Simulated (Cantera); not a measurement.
A closed system holds: 1 mol Fe(CO)5, 0.048 mol O2, 5.3 mol H2, equilibrated at 775 °C and 5.30 bar.

Method: chemical equilibrium by Gibbs-energy minimisation in Cantera with the NASA 1993 tables (ideal gas, pure condensed phases). Candidate condensed phases: C, C6H6, C7H8, C8H18, Fe, Fe(CO)5, FeO, Fe(OH)2, Fe(OH)3, Fe2O3, Fe3O4, H2O; 114 gas species. The tables' stoichiometric FeO is somewhat more stable than real wüstite, so its field is too wide. FeO: taken at fixed stoichiometry. The numbers say what is thermodynamically allowed, not how fast it happens.

Base state: H2 0.463, CO 0.266, H2O 0.122, CO2 0.0831, CH4 0.0662 (mole fractions); condensed: C(graphite) + FeO(s).

Problem. What changes in the equilibrium state with this change: pressure from 5.30 bar to 0.100 bar?

Solution. 
```json
[
 {"species": "H2", "before": "0.463", "after": "0.508"},
 {"species": "CO", "before": "0.266", "after": "0.480"},
 {"species": "CO2", "before": "0.0831", "after": "0.00565"},
 {"species": "H2O", "before": "0.122", "after": "0.00505"},
 {"species": "CH4", "before": "0.0662", "after": "0.00136"},
 {"species": "C(graphite), mol", "before": "1.93", "after": "0"},
 {"species": "FeO(s), mol", "before": "1.00", "after": "0"},
 {"species": "Fe(α), mol", "before": "0", "after": "1.00"}
]
```

Problem. What changes in the equilibrium state with this change: temperature from 775 °C to 1252 °C?

Solution. 
```tsv
species	before	after
H2	0.463	0.506
CO	0.266	0.483
H2O	0.122	0.00747
CO2	0.0831	0.00264
CH4	0.0662	0.000774
C(graphite), mol	1.93	0
FeO(s), mol	1.00	0
Fe(γ), mol	0	1.000
```
